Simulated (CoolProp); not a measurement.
Vapour-liquid equilibrium of R134a (1) + dimethyl ether (2) at -35.25 °C; x and y are mole fractions of (1).

Computed with CoolProp (multi-fluid Helmholtz-energy mixture model, Tillner-Roth 1994 and Wu 2011; pair parameters Bell 2016).

Give the bubble pressure and the first vapour's composition at x = 0.2, 0.275, 0.65. Is there an azeotrope?

x = 0.2: 0.05942 MPa, y = 0.173; x = 0.275: 0.05869 MPa, y = 0.254; x = 0.65: 0.05975 MPa, y = 0.688. y crosses x between x = 0.35 and 0.425: the model has an azeotrope there.

Pair parameters are fitted to limited data, so mixtures are less certain than the pure fluids.
